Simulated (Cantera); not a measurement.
A freely propagating, adiabatic, planar premixed flame of 2.45 % C3H8, 18.0 % O2, 79.5 % N2, equivalence ratio 0.68, unburnt at 450 K and 5.00 bar; mixture-averaged transport, grid criteria slope 0.08 and curve 0.16, no radiation.

Cantera simulation using GRI-Mech 3.0 (53 species, 325 reactions); the numbers are that mechanism's predictions, not measurements. GRI-Mech 3.0 was tuned for natural gas; its chemistry of propane as a main component is partial and can be far from experiment. Burning velocities carry a grid error of a few per cent, more on coarse grids.

x: mole fraction of selected species; z is measured from the peak of heat release.

| z (mm) | T (K) | u (m/s) | x C3H8 | x O2 | x C2H | x HCO | x HCN | x HO2 |
|---|---|---|---|---|---|---|---|---|
| -0.535 | 451 | 0.206 | 0.0245 | 0.180 | <1e-8 | <1e-8 | <1e-8 | … |
| -0.356 | 458 | 0.209 | 0.0245 | 0.180 | <1e-8 | <1e-8 | <1e-8 | … |
| -0.267 | 478 | 0.219 | 0.0244 | 0.178 | <1e-8 | <1e-8 | <1e-8 | … |
| -0.178 | 571 | 0.262 | 0.0237 | 0.169 | <1e-8 | <1e-8 | <1e-8 | … |
| -0.0891 | 904 | 0.421 | 0.0170 | 0.138 | <1e-8 | 2.10e-8 | 2.14e-8 | … |
| -0.0446 | 1208 | 0.569 | 0.00725 | 0.109 | <1e-8 | 9.76e-7 | 4.19e-8 | 0.000203 |
| 0 | 1523 | 0.722 | 0.000226 | 0.0777 | 3.19e-8 | 7.67e-6 | 6.78e-8 | 0.000206 |
| 0.0446 | 1669 | 0.788 | 7.40e-8 | 0.0641 | 1.01e-8 | 5.93e-7 | 4.27e-8 | … |
| 0.0891 | 1732 | 0.814 | <1e-8 | 0.0597 | <1e-8 | 1.92e-8 | 1.48e-8 | … |
| 0.178 | 1787 | 0.837 | <1e-8 | 0.0567 | <1e-8 | <1e-8 | <1e-8 | … |
| 0.356 | 1816 | 0.849 | <1e-8 | 0.0556 | <1e-8 | <1e-8 | <1e-8 | … |
| 0.713 | 1826 | 0.853 | <1e-8 | 0.0553 | <1e-8 | <1e-8 | <1e-8 | … |
| 1.43 | 1828 | 0.854 | <1e-8 | 0.0553 | <1e-8 | <1e-8 | <1e-8 | … |

Some entries are withheld; supply them.


- -0.535, x HO2: 7.53e-8
- -0.356, x HO2: 7.09e-7
- -0.267, x HO2: 2.94e-6
- -0.178, x HO2: 1.69e-5
- -0.0891, x HO2: 9.74e-5
- 0.0446, x HO2: 4.55e-5
- 0.0891, x HO2: 2.57e-5
- 0.178, x HO2: 1.18e-5
- 0.356, x HO2: 3.83e-6
- 0.713, x HO2: 1.21e-6
- 1.43, x HO2: 7.58e-7
